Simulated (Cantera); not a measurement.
Input: 1 mol Si₃N₄, 0.13 mol O₂, 4.1 mol N₂, held at 52000 Pa.

Equilibrium computed with Cantera from the NASA thermochemical tables; the gas is ideal and each condensed phase is pure. Candidate condensed phases: Si, SiO₂, Si₂N₂O, Si₃N₄; 16 gas species. Mutual solubility and eutectic melting of coexisting phases are not modelled. Rates play no part.

Q: Which condensed phases are stable at each of these points (T (K)): 1148, 1248, 1348, 1448, 1548, 1648, 1748, 1848, 1948, 2048, 2148, 2248?

A: 
```csv
T (K),condensed phases,Si condensed (%)
1148,Si₂N₂O(s) + Si₃N₄(s),100.0
1248,Si₂N₂O(s) + Si₃N₄(s),100.0
1348,Si₂N₂O(s) + Si₃N₄(s),100.0
1448,Si₂N₂O(s) + Si₃N₄(s),100.0
1548,Si₂N₂O(s) + Si₃N₄(s),100.0
1648,Si₂N₂O(s) + Si₃N₄(s),100.0
1748,Si₂N₂O(s) + Si₃N₄(s),100.0
1848,Si₂N₂O(s) + Si₃N₄(s),99.9
1948,Si₂N₂O(s) + Si₃N₄(s),99.6
2048,Si₂N₂O(s) + Si₃N₄(s),97.7
2148,Si(l),91.2
2248,Si(l),91.0
```

From 1148 K to 2048 K the condensed part is Si₂N₂O(s) + Si₃N₄(s). From 2148 K to 2248 K the condensed part is Si(l).
